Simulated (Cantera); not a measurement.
What does this Cantera script print?

```python
import numpy as np
import cantera as ct

gas_names = """
    H H2 Si SiH SiH2 SiH3 SiH4 Si2 Si3
""".split()
cond_names = """
    Si(cr) Si(L)
""".split()


def load(file, names, dense=False):
    # The tables refer to 1 bar. Condensed volumes are neglected.
    table = {s.name: s for s in ct.Species.list_from_file(file)}
    out = []
    for n in names:
        d = dict(table[n].input_data)
        d["thermo"] = dict(d["thermo"], **{"reference-pressure": 1e5})
        if dense:
            d["equation-of-state"] = {"model": "constant-volume", "density": "1e6 g/cm^3"}
        out.append(ct.Species.from_dict(d))
    return out


gas = ct.Solution(thermo="ideal-gas", species=load("nasa_gas.yaml", gas_names))
cond = {s.name: ct.Solution(thermo="fixed-stoichiometry", species=[s], name=s.name)
        for s in load("nasa_condensed.yaml", cond_names, dense=True)}
atoms = {
    'SiH4': {'Si': 1, 'H': 4},
    'H2': {'H': 2},
}
top_T = {}  # K; cautious upper limits of use, not melting points


def equilibrate(T, P, feed):
    n = {}
    for name, mol in feed.items():
        for a, k in atoms[name].items():
            n[a] = n.get(a, 0.0) + k * mol
    gas.TPX = T, P, n
    mass = sum(n.values()) * gas.mean_molecular_weight
    gas.equilibrate("TP")
    valid = [c for c in cond.values() if c.min_temp <= T <= top_T.get(c.name, c.max_temp)]
    mix = ct.Mixture([(gas, mass / gas.mean_molecular_weight)] + [(c, 0.0) for c in valid])
    mix.T, mix.P = T, P
    mix.equilibrate("TP", solver="vcs", rtol=1e-11, max_steps=5000)
    return mix


results = []
T = 2273.15  # K
P = 330  # Pa
for m in [2, 3.9, 7.5, 14, 28, 53, 100]:
    feed = {'SiH4': 1, 'H2': m}  # mol
    mix = equilibrate(T, P, feed)
    results.append((T, P, feed, dict(zip(mix.species_names, mix.species_moles))))

top = {s: max(r[3][s] / sum(r[3][g] for g in gas_names) for r in results) for s in gas_names}
cols = sorted((s for s in top if top[s] > 1e-06), key=lambda s: -top[s])[:5]
seen = [c for c in cond_names if any(r[3].get(c, 0) > 1e-12 for r in results)]
print("log10 of partial pressures in bar; condensed amounts in mol")
print(f"{'n(H2)':>10s}" + "".join(f"{s[:9]:>10s}" for s in cols + seen))
for T, P, feed, n in results:
    ng = sum(n[g] for g in gas_names)
    print(f"{feed['H2']:10.4g}" + "".join(f"{np.log10(max(n[s] / ng * P / 1e5, 1e-99)):10.3f}" for s in cols)
          + "".join(f"{n.get(c, 0):10.4g}" for c in seen))
```

It prints:

```
log10 of partial pressures in bar; condensed amounts in mol
     n(H2)        H2        Si         H       SiH       Si2
         2    -2.641    -3.229    -3.396    -4.963    -5.058
       3.9    -2.612    -3.366    -3.382    -5.087    -5.333
       7.5    -2.588    -3.547    -3.369    -5.255    -5.694
        14    -2.571    -3.754    -3.361    -5.454    -6.109
        28    -2.559    -4.014    -3.355    -5.708    -6.629
        53    -2.553    -4.270    -3.352    -5.961    -7.141
       100    -2.549    -4.535    -3.350    -6.223    -7.670
```

Equilibrium computed with Cantera from the NASA thermochemical tables; the gas is ideal and each condensed phase is pure. Gases not in the tables: Si2H6 and higher silanes.
